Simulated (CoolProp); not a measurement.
Acetone at several states: fugacity coefficient from the reference equation and from simpler models built on Tc = 508.1 K, pc = 46.92 bar, ω = 0.307; each cubic takes its own stable root.

The numbers come from the reference Helmholtz-energy equation of state, Lemmon 2006 in CoolProp. It is a short technical equation, of lower accuracy than the large ones.

```json
[
 {"T (K)": "184.3", "p (bar)": "0.522", "phase": "liquid", "reference": "___", "Redlich-Kwong": "0.0006306", "Soave-Redlich-Kwong": "___"},
 {"T (K)": "334.6", "p (bar)": "0.286", "phase": "gas", "reference": "0.9872", "Redlich-Kwong": "0.9934", "Soave-Redlich-Kwong": "0.9925"},
 {"T (K)": "440.5", "p (bar)": "0.387", "phase": "gas", "reference": "0.9945", "Redlich-Kwong": "0.9958", "Soave-Redlich-Kwong": "0.9955"},
 {"T (K)": "216.4", "p (bar)": "5.84", "phase": "liquid", "reference": "0.0003095", "Redlich-Kwong": "0.001491", "Soave-Redlich-Kwong": "___"}
]
```

Fill in the missing entries.


- 184.3, reference: 9.900e-5
- 184.3, Soave-Redlich-Kwong: 7.959e-5
- 216.4, Soave-Redlich-Kwong: 0.0002665
